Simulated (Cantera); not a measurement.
Input: 1 mol PbO, 2.4 mol CO, 0.45 mol N2, at 800 K and 0.133 bar.

Cantera equilibrium calculation (NASA polynomials, part measured and part estimated; ideal gas, pure solids and liquids). Candidate condensed phases: C, Pb, PbO, PbO2, Pb3O4; 27 gas species. The numbers say what is thermodynamically allowed, not how fast it happens.

**Question.** What is the equilibrium state?

**Answer.** 
| Property | Result |
|---|---|
| x(CO2) | 0.600 |
| x(CO) | 0.213 |
| x(N2) | 0.187 |
| n(C(graphite)) | 0.443 mol |
| n(Pb(l)) | 1.000 mol |
| gas amount | 2.407 mol |
| log10 activity of PbO2(s) (absent) | -19.28 |
| log10 activity of Pb3O4(s) (absent) | -27.20 |
